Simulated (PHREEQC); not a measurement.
# Polishing slurry liquid (model solution)

A solution holds 19 mmol/kgw HNO3, 2.6 mmol/kgw Al(NO3)3 and 0.016 mmol/kgw CO2, at 43 °C. Closed to the air; pH follows from the charge balance.

The numbers come from PHREEQC with the ion-association model, phreeqc.dat.

Each row changes one thing in this solution. No solid was allowed to form.

| case | pH | HCO3- (mol/kgw) |
|---|---|---|
| as made | 1.78 | 5.93e-10 |
| Al(NO3)3 from 0.0026 to 0.0013 mol/kgw | 1.78 | 5.76e-10 |
| temperature from 43 to 5 °C | 1.78 | 3.47e-10 |
| HNO3 from 0.019 to 0.0285 mol/kgw | 1.61 | 4.07e-10 |
| Al(NO3)3 left out | … | … |
| HNO3 left out | 3.66 | … |
| temperature from 43 to 35 °C | 1.78 | 5.66e-10 |
| CO2 from 1.6e-05 to 1.6e-06 mol/kgw | 1.78 | 5.93e-11 |

**Question.** Fill in the missing entries.

**Answer.** 
- Al(NO3)3 left out, pH: 1.77
- Al(NO3)3 left out, HCO3- (mol/kgw): 5.55e-10
- HNO3 left out, HCO3- (mol/kgw): 4.21e-8

Complexes and solids missing from the database can't appear. Some of these states are supersaturated (in Gibbsite (slow to form), for instance). At this temperature some constants are extrapolated from 25 °C, and those without enthalpy data are left unchanged.
